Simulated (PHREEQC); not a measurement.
A column of 0.1 m (30 cells, dispersivity 0.0035 m, 60 s a shift, diffusion coefficient 3e-10 m²/s) holds 0.011 eq of the database's cation exchanger X per kg of pore water, first in equilibrium with 8.9 mmol/kgw ZnCl2, 4.4 mmol/kgw MgCl2 and 0.01 mmol/kgw HCl. It is flushed with 0.0041 mol CdCl2 and 1e-05 mol HCl per kg of water, at 25 °C. Values are for the last cell. CO2 from the air is kept out. Precipitation was switched off in this run.

Base run: PHREEQC, ion-association model, phreeqc.dat. Each further column changes one thing. The table gives Cd in solution (mol/kgw).

```
pore volumes      base  exchange capacity from 0.011 to 0.0055 eq/kgw  dispersivity from 0.0035 to 0.007 m
------------  --------  ---------------------------------------------  -----------------------------------
0                    0                                              0                                    0
0.5167         2.23e-6                                        7.95e-6                              3.58e-5
1.183         0.000381                                        0.00106                             0.000727
1.683         0.000973                                        0.00219                              0.00130
2.183          0.00197                                        0.00327                              0.00204
2.85           0.00306                                        0.00390                              0.00292
3.35           0.00355                                        0.00404                              0.00337
3.85           0.00382                                        0.00408                              0.00366
4.517          0.00400                                        0.00410                              0.00388
5.017          0.00405                                        0.00410                              0.00397
```
